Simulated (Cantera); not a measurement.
Cantera run, input and output.

```python
import numpy as np
import cantera as ct

gas = ct.Solution("h2o2.yaml")
gas.TP = 300, 79000
flame = ct.CounterflowDiffusionFlame(gas, width=0.02)
flame.fuel_inlet.X, flame.fuel_inlet.T = {'H2': 1, 'N2': 1.1}, 325
flame.oxidizer_inlet.X, flame.oxidizer_inlet.T = {'O2': 0.19, 'N2': 0.81}, 698
flame.set_refine_criteria(ratio=3, slope=0.12, curve=0.24, prune=0.03)
show = ['OH', 'H', 'H2O', 'HO2']

rows = []
print(f"{'mdot':>8s}{'a_max':>10s}{'a_mean':>10s}{'Tmax/K':>9s}" + "".join(f"{s:>11s}" for s in show) + "   (peak mole fractions)")
for i, mdot in enumerate([0.47, 0.69, 1, 1.5, 2.1, 3.1, 4.5, 6.6]):  # kg/m2/s on the oxidiser side
    flame.oxidizer_inlet.mdot, flame.fuel_inlet.mdot = mdot, 1.1 * mdot
    flame.solve(loglevel=0, auto=(i == 0))
    if flame.T.max() < max(325, 698) + 100:
        print(f"{mdot:8.3g}  no burning solution found from the previous one")
        break
    dT = np.abs(np.gradient(flame.T, flame.grid))
    rows.append([flame.strain_rate("max"), flame.strain_rate("mean"), flame.T.max(),
                 *(flame.X[gas.species_index(s)].max() for s in show), max(dT[0], dT[-1]) / dT.max()])
    print(f"{mdot:8.3g}{rows[-1][0]:10.1f}{rows[-1][1]:10.1f}{rows[-1][2]:9.1f}" + "".join(f"{x:11.3e}" for x in rows[-1][3:-1]))
```

Output:

```
    mdot     a_max    a_mean   Tmax/K         OH          H        H2O        HO2   (peak mole fractions)
    0.47     441.7     116.6   2017.6  1.157e-02  1.328e-02  2.220e-01  3.518e-05
    0.69     631.6     171.1   1965.8  1.151e-02  1.524e-02  2.187e-01  4.467e-05
       1     892.6     248.0   1914.3  1.131e-02  1.720e-02  2.162e-01  5.503e-05
     1.5    1306.1     372.0   1859.1  1.108e-02  1.958e-02  2.130e-01  6.644e-05
     2.1    1791.8     520.8   1814.4  1.084e-02  2.166e-02  2.101e-01  7.609e-05
     3.1    2585.6     768.8   1755.1  1.034e-02  2.415e-02  2.062e-01  8.752e-05
     4.5    3671.2    1116.0   1693.1  9.651e-03  2.629e-02  2.023e-01  9.951e-05
     6.6    5266.8    1636.8   1629.3  8.843e-03  2.820e-02  1.972e-01  1.104e-04
```

Computed with Cantera and the H2/O2 subset of GRI-Mech 3.0, which has no nitrogen chemistry. The maximum strain rate includes the flame's own expansion and is several times the mean.
